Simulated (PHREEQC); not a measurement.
A solution holds 0.99 mmol/kgw HNO3, 2.2 mmol/kgw CuSO4 and 12 mmol/kgw CuCl2, at 20 °C. Closed to the air; pH follows from the charge balance.

Model: ion-association model, phreeqc.dat, run in PHREEQC.

```json
{
  "pH": "3.09",
  "ionic_strength": "0.0417 mol/kgw",
  "specific_conductance": "2860 µS/cm",
  "total_alkalinity": "-0.990 meq/kg"
}
```

```
species     molality  activity   log γ
----------  --------  --------  ------
Cl-           0.0237    0.0196  -0.082
Cu+2          0.0130   0.00662  -0.295
SO4-2        0.00132  0.000643  -0.311
NO3-        0.000990  0.000812  -0.086
H+          0.000936  0.000807  -0.064
CuSO4       0.000830  0.000838   0.004
CuCl+       0.000328  0.000272  -0.081
HSO4-        5.44e-5   4.53e-5  -0.079
CuCl2        2.68e-6   2.70e-6   0.004
CuOH+        9.89e-8   8.19e-8  -0.081
Cu2(OH)2+2   3.69e-9   1.77e-9  -0.318
```

Precipitation was switched off in this run.
